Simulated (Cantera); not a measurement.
Feed: 1 mol Si, 0.0017 mol H₂O, 5.4 mol H₂, equilibrated at 200 Pa.

Method: chemical equilibrium by Gibbs-energy minimisation in Cantera with the NASA 1993 tables (ideal gas, pure condensed phases). Candidate condensed phases: H₂O, Si, SiO₂; 18 gas species. Gases not in the tables: Si₂H₆ and higher silanes. The numbers say what is thermodynamically allowed, not how fast it happens.

x: gas mole fraction; n: condensed amount in mol.

```
T (°C)   x H₂       x H      x Si     x SiO  n Si(s)  n Si(l)
------  -----  --------  --------  --------  -------  -------
1077    1.000   5.33e-5   9.97e-8  0.000315    0.998        0
1152    1.000  0.000152   8.05e-7  0.000315    0.998        0
1227    0.999  0.000393   5.26e-6  0.000315    0.998        0
1302    0.999       [?]       [?]  0.000314    0.998        0
1377    0.998       [?]       [?]  0.000314    0.997        0
1452    0.995   0.00414  0.000508  0.000314        0    0.995
1527    0.990   0.00797   0.00159  0.000313        0    0.989
```

Task: Some entries are withheld; supply them.

Result: 
- 1302, x H: 0.000929
- 1302, x Si: 2.87e-5
- 1377, x H: 0.00203
- 1377, x Si: 0.000134
